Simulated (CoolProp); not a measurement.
A Linde-Hampson liquefier for dry air: isothermal reversible compression at 200 K from 1 atm to 10 MPa, throttling to 1 atm, return gas leaving the recuperator 0 K below the feed. Each further row changes one setting.

Computed with CoolProp (reference Helmholtz-energy equation of state, Lemmon 2000). It is a pseudo-pure fit of the blend.

| case | liquid yield per pass | compression work (kJ/kg of gas) |
|---|---|---|
| as stated | … | 251 |
| high pressure 20 MPa | … | … |
| warm-end temperature 230 K | 0.103 | … |
| warm-end gap 5 K | 0.143 | 251 |

What belongs in the gaps?


- as stated, liquid yield per pass: 0.157
- high pressure 20 MPa, liquid yield per pass: 0.252
- high pressure 20 MPa, compression work (kJ/kg of gas): 284
- warm-end temperature 230 K, compression work (kJ/kg of gas): 295
